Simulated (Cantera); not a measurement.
**HgO + H2 (iron carbonyl, mercury and lead vapours)**

A closed system holds: 1 mol HgO, 0.13 mol H2, at 1075 K and 13.3 mbar.

These are equilibrium values from Cantera (NASA tables, ideal gas, pure condensed phases), not measurements of a reactor. Candidate condensed phases: H2O, Hg, HgO; 10 gas species. Equilibrium is a limit: real reactors are often held back by kinetics, nucleation or transport.

```json
{
 "x(Hg)": "0.639",
 "x(O2)": "0.278",
 "x(H2O)": "0.0831",
 "x(OH)": "1.29e-6",
 "gas_amount": "1.565 mol",
 "log10 activity of Hg(l) (absent)": "-4.06"
}
```
